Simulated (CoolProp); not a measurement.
Vapour-liquid equilibrium of R152A (1) + R113 (2) at 76.7 kPa; x and y are mole fractions of (1).

Model: multi-fluid Helmholtz-energy mixture model, Outcalt 1996 and Marx 1992; pair parameters Bell 2016, in CoolProp.

```tsv
x	bubble temperature, mixture model (K)	bubble temperature, Raoult's law (K)	y, mixture model	y, Raoult's law
0.05	289.7	299.8	0.596	0.408
0.15	267.6	283.3	0.866	0.733
0.25	258.1	273.0	0.925	0.854
0.35	253.4	265.7	0.947	0.912
0.45	250.7	260.1	0.958	0.945
0.55	249.1	255.7	0.964	0.965
0.65	247.8	252.1	0.969	0.978
0.75	246.7	249.0	0.975	0.987
0.85	245.4	246.4	0.982	0.993
0.95	243.9	244.1	0.992	0.998
```

The largest gap from Raoult's law is -15.7 K in bubble temperature, at x = 0.15. No azeotrope shows between x = 0.05 and 0.95.

The pair parameters rest on a limited set of measurements; away from them the model extrapolates. With so large a gap from Raoult's law the liquid may split in two, which this calculation doesn't test in full.
